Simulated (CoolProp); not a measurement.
R1234ze(Z) along the isobar 19.7 MPa: fugacity coefficient from the reference equation and from simpler models built on Tc = 150.1 °C, pc = 3.531 MPa, ω = 0.327; each cubic takes its own stable root.

Values from CoolProp's reference Helmholtz-energy equation of state, Akasaka 2019.

| T (°C) | phase | reference | van der Waals | Soave-Redlich-Kwong |
|---|---|---|---|---|
| 20.05 | liquid | 0.01463 | 0.1043 | 0.01740 |
| 29.55 | liquid | 0.01979 | 0.1171 | 0.02361 |
| 39.05 | liquid | 0.02614 | 0.1304 | 0.03128 |
| 48.55 | liquid | (withheld) | 0.1443 | 0.04055 |
| 58.05 | liquid | 0.04285 | (withheld) | (withheld) |
| 67.55 | liquid | 0.05339 | (withheld) | 0.06432 |
| 77.05 | liquid | 0.06545 | 0.1887 | 0.07897 |
| 86.55 | liquid | 0.07907 | (withheld) | 0.09551 |
| 96.05 | liquid | (withheld) | 0.2201 | 0.1139 |
| 105.55 | liquid | 0.1109 | 0.2362 | (withheld) |
| 115.05 | liquid | 0.1291 | (withheld) | 0.1561 |

**Question.** Complete the blanks.

**Answer.** 
- 48.55, reference: 0.03379
- 58.05, van der Waals: 0.1587
- 58.05, Soave-Redlich-Kwong: 0.05153
- 67.55, van der Waals: 0.1735
- 86.55, van der Waals: 0.2043
- 96.05, reference: 0.09424
- 105.55, Soave-Redlich-Kwong: 0.1342
- 115.05, van der Waals: 0.2525
